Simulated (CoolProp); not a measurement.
CF4 (R14) at 293.15 K and 0.1 MPa is throttled through a valve to 0.0033 MPa with no heat exchange. Each further row changes one setting.

The numbers come from the reference Helmholtz-energy equation of state, Platzer 1990 in CoolProp. This equation is an older, rougher fit.

| case | temperature change (K) | final density (kg/m³) |
|---|---|---|
| as stated | -0.6 | 0.119 |
| outlet pressure 0.00099 MPa | -0.6 | 0.0358 |
| outlet pressure 0.00429 MPa | -0.5 | 0.155 |
